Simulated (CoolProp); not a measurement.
A single-stage vapour-compression cycle with the fluid: evaporating at 300.15 K (dew point), condensing at 345.15 K (bubble point), superheat 0 K, subcooling 0 K, compressor efficiency 0.8, no pressure losses. The same conditions are run with several fluids, on thermodynamics alone (safety and materials aside).

Computed with CoolProp (reference Helmholtz-energy equation of state of each fluid (hydrogen sulfide: Lemmon 2006; chlorine: Thol 2021; R123: Younglove 1994; R114: Platzer 1990; the fluoroketone C6F12O (FK-5-1-12): McLinden 2015; R1224YDZ: Akasaka 2023)). The equations of Platzer and Polt are older, rougher fits.

```json
[
 {"fluid": "hydrogen sulfide", "cooling COP": "3.77", "pressure ratio": "[?]", "discharge temperature (K)": "395.7", "refrigerating effect (kJ/kg)": "297", "volumetric capacity (kJ/m³)": "10600"},
 {"fluid": "chlorine", "cooling COP": "4.34", "pressure ratio": "2.83", "discharge temperature (K)": "404.5", "refrigerating effect (kJ/kg)": "199", "volumetric capacity (kJ/m³)": "5210"},
 {"fluid": "R123", "cooling COP": "4.39", "pressure ratio": "[?]", "discharge temperature (K)": "[?]", "refrigerating effect (kJ/kg)": "[?]", "volumetric capacity (kJ/m³)": "775"},
 {"fluid": "R114", "cooling COP": "[?]", "pressure ratio": "3.39", "discharge temperature (K)": "345.1", "refrigerating effect (kJ/kg)": "80.5", "volumetric capacity (kJ/m³)": "1360"},
 {"fluid": "the fluoroketone C6F12O (FK-5-1-12)", "cooling COP": "3.28", "pressure ratio": "4.80", "discharge temperature (K)": "345.2", "refrigerating effect (kJ/kg)": "43.7", "volumetric capacity (kJ/m³)": "252"},
 {"fluid": "R1224YDZ", "cooling COP": "4.14", "pressure ratio": "3.81", "discharge temperature (K)": "345.1", "refrigerating effect (kJ/kg)": "109", "volumetric capacity (kJ/m³)": "1100"}
]
```

### Question
Some entries are withheld; supply them.

### Answer

- hydrogen sulfide, pressure ratio: 2.59
- R123, pressure ratio: 4.05
- R123, discharge temperature (K): 346.9
- R123, refrigerating effect (kJ/kg): 123
- R114, cooling COP: 3.97

The compression ends wet for: R114; the fluoroketone C6F12O (FK-5-1-12); R1224YDZ.
